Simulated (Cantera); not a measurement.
A Cantera script and what it prints.

```python
import numpy as np
import cantera as ct

gas_names = [...]  # 113 gases of nasa_gas.yaml made of C, F, H, Si
cond_names = """
    C(gr) C6H6(L) C7H8(L) C8H18(L),n-octa Si(cr) Si(L) SiC(b)
""".split()


# ... load() reads the species with a 1 bar reference pressure and builds the phases ...
atoms = {
    'CH2F2': {'C': 1, 'H': 2, 'F': 2},
    'Si': {'Si': 1},
}
top_T = {'C(gr)': 4500, 'SiC(b)': 3050}  # K; cautious upper limits of use, not melting points


# ... equilibrate(T, P, feed) seeds the gas with the atoms and calls Mixture.equilibrate('TP', solver="vcs", rtol=1e-11, max_steps=5000) ...
results = []
feed = {'CH2F2': 1, 'Si': 0.16}  # mol
P = 730  # Pa
for T in [1475, 1525, 1575, 1625, 1675, 1725, 1775, 1825, 1875]:
    mix = equilibrate(T, P, feed)
    results.append((T, P, feed, dict(zip(mix.species_names, mix.species_moles))))

top = {s: max(r[3][s] / sum(r[3][g] for g in gas_names) for r in results) for s in gas_names}
cols = sorted((s for s in top if top[s] > 0.001), key=lambda s: -top[s])[:9]
seen = [c for c in cond_names if any(r[3].get(c, 0) > 1e-12 for r in results)]
print("log10 of partial pressures in bar; condensed amounts in mol")
print(f"{'T/K':>10s}" + "".join(f"{s[:9]:>10s}" for s in cols + seen))
for T, P, feed, n in results:
    ng = sum(n[g] for g in gas_names)
    print(f"{T:10.4g}" + "".join(f"{np.log10(max(n[s] / ng * P / 1e5, 1e-99)):10.3f}" for s in cols)
          + "".join(f"{n.get(c, 0):10.4g}" for c in seen))
```

It prints:

```
log10 of partial pressures in bar; condensed amounts in mol
       T/K        HF        H2      SiF4      SiF3         H     C(gr)
      1475    -2.268    -2.897    -3.198    -6.016    -6.335         1
      1525    -2.268    -2.897    -3.199    -5.728    -6.075         1
      1575    -2.268    -2.897    -3.200    -5.458    -5.830         1
      1625    -2.268    -2.898    -3.202    -5.207    -5.601         1
      1675    -2.268    -2.899    -3.205    -4.973    -5.385         1
      1725    -2.267    -2.901    -3.211    -4.756    -5.182    0.9999
      1775    -2.267    -2.904    -3.219    -4.555    -4.991    0.9999
      1825    -2.266    -2.909    -3.231    -4.370    -4.811    0.9999
      1875    -2.265    -2.915    -3.248    -4.203    -4.641    0.9998
```

These are equilibrium values from Cantera (NASA tables, ideal gas, pure condensed phases), not measurements of a reactor. The tables' values for SiF3, SiF2 are old estimates; treat these amounts as uncertain.
